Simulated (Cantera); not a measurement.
Tantalum, niobium, vanadium and zirconium in process gases: Ta(OEt)₅ + O₂ + H₂

Charge: 1 mol Ta(OEt)₅, 0.34 mol O₂, 4.3 mol H₂, held at 1602 °C.

Cantera equilibrium calculation (NASA polynomials, part measured and part estimated; ideal gas, pure solids and liquids). Candidate condensed phases: C, C₆H₆, C₇H₈, C₈H₁₈, H₂O, Ta, TaC, Ta₂O₅; 113 gas species. The feed counts by its element totals alone. TaC: taken at fixed stoichiometry. Condensed phases not in the tables: Ta₂C. Equilibrium is a limit: real reactors are often held back by kinetics, nucleation or transport.

From 0.000750 Torr to 7500 Torr the condensed part is C(graphite) + TaC(s).

```csv
P (Pa),log p H₂,log p H,log p CO,log p CH₄,log p H₂O,log p C₂H₂ (acetylene),n C(graphite),n TaC(s)
0.100,-6.41,-6.39,-6.70,-16.04,-16.81,-9.91,3.31,1.00
2.50,-4.79,-5.58,-5.22,-12.79,-13.71,-8.29,3.31,1.00
63,-3.34,-4.85,-3.80,-9.90,-10.84,-6.84,3.31,1.00
1600,-1.92,-4.15,-2.39,-7.07,-8.02,-5.42,3.31,1.00
40000,-0.53,-3.45,-1.00,-4.27,-5.22,-4.02,3.31,1.00
1000000,0.87,-2.75,0.40,-1.48,-2.43,-2.63,3.24,1.00
```
log p: log10 of the partial pressure in bar; n: condensed amount in mol.
